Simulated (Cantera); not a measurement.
Input (Python, Cantera):

```python
import numpy as np
import cantera as ct

gas = ct.Solution("gri30.yaml")
gas.TPX = 523, 900000, {'C3H8': 1, 'O2': 5.05, 'N2': 19}
flame = ct.FreeFlame(gas, width=0.0086)
flame.set_refine_criteria(ratio=3, slope=0.08, curve=0.16)
flame.transport_model = "mixture-averaged"
flame.solve(loglevel=0, auto=True)
z, T = flame.grid, flame.T
thick = (T[-1] - T[0]) / np.gradient(T, z).max()
show = ['C3H8', 'O2', 'H', 'C2H6', 'O', 'HCO']
print(f"laminar burning velocity  {flame.velocity[0] * 100:.3f} cm/s")
print(f"burnt temperature         {T[-1]:.1f} K")
print(f"thermal thickness         {thick * 1e3:.4f} mm")
print(f"grid points               {len(z)}")
z0 = z[flame.heat_release_rate.argmax()]
print(f"{'z/mm':>9s}{'T/K':>9s}{'u/(m/s)':>9s}" + "".join(f"{s:>11s}" for s in show))
rows = []
for k in (-3, -2, -1.5, -1, -0.5, -0.25, 0, 0.25, 0.5, 1, 2, 4, 8):
    zz = z0 + k * thick
    rows.append([k * thick, np.interp(zz, z, T), np.interp(zz, z, flame.velocity),
                 *(np.interp(zz, z, flame.X[gas.species_index(s)]) for s in show)])
    print(f"{rows[-1][0] * 1e3:9.3f}{rows[-1][1]:9.1f}{rows[-1][2]:9.3f}" + "".join(f"{x:11.3e}" for x in rows[-1][3:]))
```

Result:

```
laminar burning velocity  66.574 cm/s
burnt temperature         2440.4 K
thermal thickness         0.0497 mm
grid points               150
     z/mm      T/K  u/(m/s)       C3H8         O2          H       C2H6          O        HCO
   -0.149    523.2    0.667  3.989e-02  2.014e-01  2.643e-16  3.325e-08  1.191e-17  1.085e-18
   -0.099    525.4    0.670  3.984e-02  2.009e-01  3.251e-14  5.634e-07  1.312e-14  1.364e-15
   -0.075    533.9    0.683  3.975e-02  1.998e-01  1.705e-12  3.569e-06  1.354e-12  1.981e-13
   -0.050    592.2    0.762  3.914e-02  1.934e-01  6.072e-10  3.842e-05  4.077e-10  1.415e-10
   -0.025    961.4    1.267  2.995e-02  1.549e-01  4.560e-06  4.855e-04  4.253e-07  2.318e-07
   -0.012   1381.7    1.869  1.230e-02  1.102e-01  1.306e-04  8.514e-04  2.520e-05  1.019e-05
    0.000   1815.8    2.501  3.800e-04  6.163e-02  1.416e-03  1.220e-04  4.996e-04  4.564e-05
    0.012   2030.2    2.789  1.854e-07  3.504e-02  2.904e-03  4.914e-07  1.739e-03  1.127e-05
    0.025   2122.2    2.898  1.520e-11  2.490e-02  3.124e-03  6.213e-10  2.229e-03  9.752e-07
    0.050   2223.0    3.012  1.072e-17  1.792e-02  2.439e-03  2.972e-14  1.811e-03  1.230e-07
    0.099   2316.0    3.120  9.945e-27  1.319e-02  1.415e-03  4.853e-20  1.085e-03  4.715e-08
    0.199   2383.7    3.197  4.713e-38  9.793e-03  7.488e-04  8.159e-27  5.997e-04  1.797e-08
    0.398   2422.5    3.241  3.674e-38  7.688e-03  4.582e-04  1.575e-27  3.819e-04  8.550e-09
```

Cantera simulation using GRI-Mech 3.0 (53 species, 325 reactions); the numbers are that mechanism's predictions, not measurements. GRI-Mech 3.0 was tuned for natural gas; its chemistry of propane as a main component is partial and can be far from experiment. Burning velocities carry a grid error of a few per cent, more on coarse grids.
